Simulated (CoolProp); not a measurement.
Vapour-liquid equilibrium of R227EA (1) + isobutene (2) at 265.8 K; x and y are mole fractions of (1).

The numbers come from the multi-fluid Helmholtz-energy mixture model, Lemmon 2016 and Lemmon 2005; pair parameters Bell 2016 in CoolProp.

Give the bubble pressure and the first vapour's composition at x = 0.275, 0.425, 0.95. Is there an azeotrope?

x = 0.275: 156.6 kPa, y = 0.474; x = 0.425: 164.4 kPa, y = 0.544; x = 0.95: 153.5 kPa, y = 0.915. y crosses x between x = 0.575 and 0.65: the model has an azeotrope there.

The pair parameters rest on a limited set of measurements; away from them the model extrapolates.
